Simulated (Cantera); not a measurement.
A closed system holds: 1 mol SiH4, 0.59 mol HCl, 53 mol H2, equilibrated at 1350 °C and 1.50 mbar.

These are equilibrium values from Cantera (NASA tables, ideal gas, pure condensed phases), not measurements of a reactor. Candidate condensed phases: Si; 19 gas species. The tables' values for SiCl are old estimates; treat these amounts as uncertain. Equilibrium is a limit: real reactors are often held back by kinetics, nucleation or transport.

Base state: H2 0.988, HCl 0.00988, H 0.00178, SiCl2 0.000346, Si 0.000105, Cl 1.40e-5, SiCl 1.12e-5 (mole fractions); condensed: Si(s).

Task: What changes in the equilibrium state with this change: pressure from 1.50 mbar to 14.0 mbar?

Result: 
```
species       before     after
----------  --------  --------
H2             0.988     0.989
HCl          0.00988   0.00991
H            0.00178  0.000582
Si          0.000105   1.12e-5
SiCl2       0.000346  0.000347
SiCl         1.12e-5   3.66e-6
Cl           1.40e-5   4.59e-6
Si(s), mol     0.973     0.979
```
